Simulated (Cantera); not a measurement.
Charge: 1 mol Si2H6, 0.5 mol CO2, at 0.100 bar.

Equilibrium computed with Cantera from the NASA thermochemical tables; the gas is ideal and each condensed phase is pure. Candidate condensed phases: C, C6H6, C7H8, C8H18, H2O, Si, SiC, SiO2; 123 gas species. The feed counts by its element totals alone. Mutual solubility and eutectic melting of coexisting phases are not modelled. The tables hold silica as quartz up to 1696 K and as liquid above; real silica turns to tridymite and cristobalite and melts near 1996 K. Kinetics and transport are ignored. All values below are at 1425 K.

Base state: H2 0.999, SiO 0.00123, CO 2.50e-5, H 2.16e-5 (mole fractions); condensed: Si(s) + SiC(s) + SiO2(β-quartz).

Q: What changes in the equilibrium state with this change: CO2 from 0.5 to 18 mol?

A: 
| species | before | after |
|---|---|---|
| CO2 | <1e-9 | 0.552 |
| CO | 2.50e-5 | 0.305 |
| H2O | 1.42e-6 | 0.115 |
| H2 | 0.999 | 0.0280 |
| SiO | 0.00123 | <1e-9 |
| H | 2.16e-5 | 3.61e-6 |
| Si(s), mol | 0.998 | 0 |
| SiC(s), mol | 0.500 | 0 |
| SiO2(β-quartz), mol | 0.498 | 2.00 |
Gases not in the tables: Si(OH)4.
